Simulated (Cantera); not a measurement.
Input: 1 mol SiHCl3, a varied amount of C2H2, 1.6 mol H2, equilibrated at 2348 K and 0.133 bar.

Cantera equilibrium calculation (NASA polynomials, part measured and part estimated; ideal gas, pure solids and liquids). Candidate condensed phases: C, C6H6, C7H8, C8H18, Si, SiC; 109 gas species. Gases not in the tables: Si2H6 and higher silanes. Kinetics and transport are ignored.

Problem. Which condensed phases are stable at each of these points (n(C2H2) (mol)): 0.12, 0.22, 0.33, 0.43, 0.54, 0.64, 0.75, 0.85, 0.96, 1.1, 1.2, 1.3?

Solution. 
| n(C2H2) (mol) | condensed phases | Si condensed (%) |
|---|---|---|
| 0.12 | SiC(s) | 23.3 |
| 0.22 | C(graphite) + SiC(s) | 38.7 |
| 0.33 | C(graphite) + SiC(s) | 40.2 |
| 0.43 | C(graphite) + SiC(s) | 41.5 |
| 0.54 | C(graphite) + SiC(s) | 42.9 |
| 0.64 | C(graphite) + SiC(s) | 44.1 |
| 0.75 | C(graphite) + SiC(s) | 45.3 |
| 0.85 | C(graphite) + SiC(s) | 46.4 |
| 0.96 | C(graphite) + SiC(s) | 47.6 |
| 1.1 | C(graphite) + SiC(s) | 49.0 |
| 1.2 | C(graphite) + SiC(s) | 49.9 |
| 1.3 | C(graphite) + SiC(s) | 50.8 |

At 0.12 mol C2H2 the condensed part is SiC(s). From 0.22 mol C2H2 to 1.3 mol C2H2 the condensed part is C(graphite) + SiC(s).
